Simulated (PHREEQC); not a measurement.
Model water analysis in mmol/kgw, 25 °C, pH 5.87, pe 11.1:

```json
[
 {"constituent": "Na", "mmol/kgw": "0.00651"},
 {"constituent": "K", "mmol/kgw": "0.00104"},
 {"constituent": "Ca", "mmol/kgw": "0.0221"},
 {"constituent": "Mg", "mmol/kgw": "0.00273"},
 {"constituent": "Cl", "mmol/kgw": "0.0182"},
 {"constituent": "S(6)", "mmol/kgw": "0.0147"},
 {"constituent": "Alkalinity (meq/kgw)", "mmol/kgw": "0.0116"},
 {"constituent": "N(5)", "mmol/kgw": "0.0003"},
 {"constituent": "Ba", "mmol/kgw": "0.00102"},
 {"constituent": "Si", "mmol/kgw": "0.00102"}
]
```

Valence states are taken as typed.

Equilibrium calculation in PHREEQC: ion-association model, phreeqc.dat.

Each row changes one thing in this solution. This is a speciation only: nothing precipitates in the calculation.

| case | CO2 (mol/kgw) | HCO3- (mol/kgw) | CaSO4 (mol/kgw) | MgSO4 (mol/kgw) | BaSO4 (mol/kgw) | CaHCO3+ (mol/kgw) | SI of Quartz (SiO2) |
|---|---|---|---|---|---|---|---|
| as made | 3.88e-5 | 1.29e-5 | 5.23e-8 | 8.51e-9 | 6.77e-9 | 3.48e-9 | -2.01 |
| pH from 5.87 to 6.17 at the same alkalinity | 1.84e-5 | 1.23e-5 | 5.23e-8 | 8.51e-9 | 6.77e-9 | 3.29e-9 | -2.01 |
| N(5) from 0.0003 to 0.00015 mmol/kgw | 3.88e-5 | 1.29e-5 | 5.23e-8 | 8.51e-9 | 6.77e-9 | 3.48e-9 | -2.01 |
| all concentrations times 2 at the same typed pH | 7.33e-5 | 2.46e-5 | 2.00e-7 | 3.25e-8 | 2.58e-8 | 1.29e-8 | -1.71 |
